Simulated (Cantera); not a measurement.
An isothermal, constant-pressure homogeneous reactor starts with NO : N2 = 1 : 6.7 (molar parts), at 1500 K and 750 Torr.

Cantera simulation using GRI-Mech 3.0 (53 species, 325 reactions); the numbers are that mechanism's predictions, not measurements.

**Question.** Predict: x(NO) at 80.0 s; x(O2) at 80.0 s; x(NO2) at 80.0 s; x(N2O) at 80.0 s; x(O) at 80.0 s.

**Answer.** 
```
Quantity                                            Result
----------------  ----------------------------------------
x(NO) at 80.0 s     0.109 (gas-phase equilibrium 0.000743)
x(O2) at 80.0 s      0.0105 (gas-phase equilibrium 0.0646)
x(NO2) at 80.0 s  0.000133 (gas-phase equilibrium 2.20e-6)
x(N2O) at 80.0 s   3.99e-6 (gas-phase equilibrium 4.96e-8)
x(O) at 80.0 s     4.32e-7 (gas-phase equilibrium 1.04e-6)
```
